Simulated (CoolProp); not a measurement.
Saturation properties of sulfur hexafluoride.

Values from CoolProp's reference Helmholtz-energy equation of state, Guder 2009.

```json
[
 {"T (K)": "246.1", "p (MPa)": "?", "vapour density (kg/m³)": "44.67", "liquid cp (kJ/(kg K))": "0.9117"},
 {"T (K)": "250.1", "p (MPa)": "0.6240", "vapour density (kg/m³)": "51.03", "liquid cp (kJ/(kg K))": "0.9268"},
 {"T (K)": "254.1", "p (MPa)": "0.7108", "vapour density (kg/m³)": "58.13", "liquid cp (kJ/(kg K))": "0.9427"},
 {"T (K)": "258.1", "p (MPa)": "0.8062", "vapour density (kg/m³)": "66.04", "liquid cp (kJ/(kg K))": "0.9596"},
 {"T (K)": "262.1", "p (MPa)": "0.9107", "vapour density (kg/m³)": "74.85", "liquid cp (kJ/(kg K))": "0.9779"},
 {"T (K)": "266.1", "p (MPa)": "1.025", "vapour density (kg/m³)": "?", "liquid cp (kJ/(kg K))": "0.9979"},
 {"T (K)": "270.2", "p (MPa)": "1.153", "vapour density (kg/m³)": "95.90", "liquid cp (kJ/(kg K))": "?"},
 {"T (K)": "274.2", "p (MPa)": "1.288", "vapour density (kg/m³)": "108.2", "liquid cp (kJ/(kg K))": "1.045"},
 {"T (K)": "278.2", "p (MPa)": "1.435", "vapour density (kg/m³)": "121.9", "liquid cp (kJ/(kg K))": "1.073"},
 {"T (K)": "282.2", "p (MPa)": "1.595", "vapour density (kg/m³)": "?", "liquid cp (kJ/(kg K))": "1.106"},
 {"T (K)": "286.2", "p (MPa)": "1.767", "vapour density (kg/m³)": "154.9", "liquid cp (kJ/(kg K))": "1.145"},
 {"T (K)": "290.2", "p (MPa)": "1.952", "vapour density (kg/m³)": "174.9", "liquid cp (kJ/(kg K))": "1.192"},
 {"T (K)": "294.2", "p (MPa)": "2.152", "vapour density (kg/m³)": "?", "liquid cp (kJ/(kg K))": "1.253"},
 {"T (K)": "298.2", "p (MPa)": "?", "vapour density (kg/m³)": "224.8", "liquid cp (kJ/(kg K))": "?"},
 {"T (K)": "302.2", "p (MPa)": "2.597", "vapour density (kg/m³)": "256.8", "liquid cp (kJ/(kg K))": "?"}
]
```

Complete the blanks.


- 246.1, p (MPa): 0.5454
- 266.1, vapour density (kg/m³): 84.66
- 270.2, liquid cp (kJ/(kg K)): 1.021
- 282.2, vapour density (kg/m³): 137.4
- 294.2, vapour density (kg/m³): 197.9
- 298.2, p (MPa): 2.366
- 298.2, liquid cp (kJ/(kg K)): 1.334
- 302.2, liquid cp (kJ/(kg K)): 1.450
